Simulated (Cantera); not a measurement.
Source: NASA polynomial tables (part measured, part estimated), evaluated in Cantera. Values are per mole of reaction as written; species without (g) are pure solids or liquids, kept so even where they would boil at 1 bar.

### Question
Between 1350 and 1850 K, where is each reaction favourable under standard conditions?
- 4 Cu + O2(g) → 2 Cu2O
- 1.2 Ti + O2(g) → 0.4 Ti3O5
- Zr + O2(g) → ZrO2

### Answer
- 4 Cu + O2(g) → 2 Cu2O: ΔG° is -141 kJ at 1350 K and -83 kJ at 1850 K; it stays negative (K > 1). ΔH° is -240 kJ and ΔS° -85 J/K at 1850 K.
- 1.2 Ti + O2(g) → 0.4 Ti3O5: ΔG° is -746 kJ at 1350 K and -663 kJ at 1850 K; it stays negative (K > 1). ΔH° is -963 kJ and ΔS° -162 J/K at 1850 K.
- Zr + O2(g) → ZrO2: ΔG° is -844 kJ at 1350 K and -755 kJ at 1850 K; it stays negative (K > 1). ΔH° is -1080 kJ and ΔS° -176 J/K at 1850 K.
